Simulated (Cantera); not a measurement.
A perfectly stirred reactor is fed with CO : H2 : CH4 : O2 : N2 = 1 : 0.71 : 0.95 : 3.24 : 12.2 (molar parts), equivalence ratio 0.85, at 0.480 bar; it is adiabatic with a 575 K inlet, and is followed from long to short residence time, starting on the burning branch (τ in s: 0.21, 0.094, 0.041, 0.018, 0.0078, 0.0034, 0.0015, 0.00064, 0.00028, 0.00012, 5.3e-05, 2.3e-05).

Cantera simulation using GRI-Mech 3.0 (53 species, 325 reactions); the numbers are that mechanism's predictions, not measurements.

Task: Predict: blow-out, bracketed by the residence times tried; x(CO) at τ = 0.210 s; x(H2) at τ = 0.210 s; x(CH4) at τ = 0.210 s; x(CO) at τ = 1.50 ms; x(H2) at τ = 1.50 ms; x(CH4) at τ = 1.50 ms; x(C2H4) at τ = 1.50 ms.

Result: 
| Property | Result |
|---|---|
| blow-out, bracketed by the residence times tried | burning at 0.120 ms, out at 53.0 µs |
| x(CO) at τ = 0.210 s | 0.00985 |
| x(H2) at τ = 0.210 s | 0.00251 |
| x(CH4) at τ = 0.210 s | 1.02e-6 |
| x(CO) at τ = 1.50 ms | 0.0299 |
| x(H2) at τ = 1.50 ms | 0.00976 |
| x(CH4) at τ = 1.50 ms | 5.20e-5 |
| x(C2H4) at τ = 1.50 ms | 3.77e-9 |
